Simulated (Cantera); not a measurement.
# Ammonia decomposition in nitride growth gas

An isothermal, constant-pressure homogeneous reactor starts with 63.3 % NH3, 36.7 % H2, at 2400 K and 0.750 bar.

Cantera simulation using the gas-phase N/H chemistry of the illustrative SiF4/NH3 mechanism in the Surface Chemkin manual (1991); the numbers are that mechanism's predictions, not measurements. Walls and surfaces, which speed up NH3 decomposition in real reactors, are not modelled.

```csv
t (s),x NH3,x H2,x N2H4,x H,x NH2
4.00e-5,0.612,0.378,4.81e-7,0.000875,0.00450
0.000123,0.566,0.410,4.30e-7,0.000967,0.00426
0.000380,0.452,0.489,3.08e-7,0.00122,0.00360
0.00117,0.244,0.634,1.29e-7,0.00189,0.00233
0.00360,0.0477,0.769,1.43e-8,0.00388,0.000776
0.0111,0.000314,0.792,9.24e-12,0.0154,1.98e-5
0.0342,2.67e-5,0.791,<1e-12,0.0164,1.80e-6
0.105,7.24e-6,0.791,<1e-12,0.0164,4.87e-7
0.325,3.14e-6,0.791,<1e-12,0.0164,2.11e-7
1.00,2.70e-6,0.791,<1e-12,0.0164,1.81e-7
```
x: mole fraction; the columns are a selection and need not sum to one.

Equilibrium at this temperature and pressure: NH3 2.69e-6, H2 0.791, N2H4 <1e-12, H 0.0164, NH2 1.81e-7 (gas phase only).
